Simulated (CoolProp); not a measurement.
Vapour pressure (MPa) of n-undecane: the reference equation beside estimates from Tc = 365.7 °C, pc = 1.990 MPa, ω = 0.539. Clausius-Clapeyron is anchored at 255.15 °C with a constant enthalpy of vaporisation of 34.90 kJ/mol.

Computed with CoolProp (reference Helmholtz-energy equation of state, Aleksandrov 2011). It is a short technical equation, of lower accuracy than the large ones.

| T (°C) | reference | Clausius-Clapeyron | van der Waals | Redlich-Kwong | Soave-Redlich-Kwong | Peng-Robinson |
|---|---|---|---|---|---|---|
| 216.55 | 0.1643 | 0.1916 | 0.6246 | 0.3585 | 0.1674 | (withheld) |
| 222.95 | 0.1888 | 0.2140 | 0.6643 | 0.3949 | 0.1929 | 0.1921 |
| 229.35 | 0.2161 | 0.2384 | (withheld) | 0.4337 | 0.2213 | 0.2201 |
| 235.85 | 0.2468 | 0.2652 | 0.7491 | 0.4758 | 0.2533 | 0.2516 |
| 242.25 | (withheld) | 0.2938 | 0.7935 | 0.5198 | 0.2883 | 0.2861 |
| 248.75 | 0.3179 | 0.3252 | 0.8404 | 0.5674 | 0.3275 | 0.3247 |
| 255.15 | 0.3585 | 0.3585 | 0.8882 | 0.6171 | 0.3700 | 0.3665 |
| 261.65 | 0.4037 | 0.3948 | 0.9385 | 0.6705 | 0.4173 | 0.4131 |
| 268.05 | 0.4524 | 0.4332 | 0.9896 | 0.7260 | (withheld) | 0.4634 |
| 274.55 | 0.5065 | (withheld) | 1.043 | 0.7856 | (withheld) | (withheld) |
| 280.95 | 0.5645 | 0.5189 | 1.098 | 0.8473 | 0.5855 | 0.5791 |
| 287.45 | 0.6285 | 0.5666 | 1.155 | 0.9133 | (withheld) | 0.6452 |
| 293.85 | 0.6970 | 0.6165 | 1.213 | 0.9816 | 0.7237 | 0.7158 |
| 300.35 | 0.7724 | 0.6705 | 1.274 | 1.054 | 0.8020 | 0.7935 |

**Question.** What belongs in the gaps?

**Answer.** 
- 216.55, Peng-Robinson: 0.1670
- 229.35, van der Waals: 0.7055
- 242.25, reference: 0.2803
- 268.05, Soave-Redlich-Kwong: 0.4683
- 274.55, Clausius-Clapeyron: 0.4750
- 274.55, Soave-Redlich-Kwong: 0.5249
- 274.55, Peng-Robinson: 0.5192
- 287.45, Soave-Redlich-Kwong: 0.6523

Absolute difference from the reference over all 14 rows, mean and median: Clausius-Clapeyron 7.9 and 7.8 %, van der Waals 152.3 and 140.1 %, Redlich-Kwong 72.2 and 69.1 %, Soave-Redlich-Kwong 3.1 and 3.3 %, Peng-Robinson 2.3 and 2.3 %.
